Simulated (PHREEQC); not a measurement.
1 kg of water holding 0.0054 mol SrCl2, 0.32 mol MgCl2, 0.23 mol NaCl, 0.48 mol KCl and 0.2 mol CaCl2 is evaporated at 25 °C; the solids stay in contact with the brine. CO2 from the air is kept out. Solids allowed: Bischofite, Brucite, Carnallite, Halite, Portlandite, Sylvite, MgCl2_4H2O. Others were left out.

The numbers come from PHREEQC with the Pitzer model, pitzer.dat.

```csv
water left (kg),ionic strength,water activity,Sylvite (mol),Carnallite (mol),Halite (mol)
1,2.29,0.948,0,0,0
0.8219,2.78,0.936,0,0,0
0.6755,3.38,0.919,0,0,0
0.5552,4.12,0.897,0,0,0
0.4563,5.01,0.869,0,0,0
0.375,6.10,0.832,0,0,0
0.3082,7.42,0.784,0,0,0
0.2533,8.97,0.725,0.0126,0,0
0.2082,10.1,0.677,0.183,0,0
0.1711,11.5,0.617,0.298,0,0.0200
0.1407,12.8,0.566,0.364,0,0.124
0.1156,14.6,0.489,0.412,0,0.186
0.08207,15.7,0.453,0.315,0.120,0.206
0.0529,17.3,0.402,0.217,0.233,0.220
```

Sylvite from water left = 0.2533 kg; Halite from water left = 0.1711 kg; Carnallite from water left = 0.08207 kg.
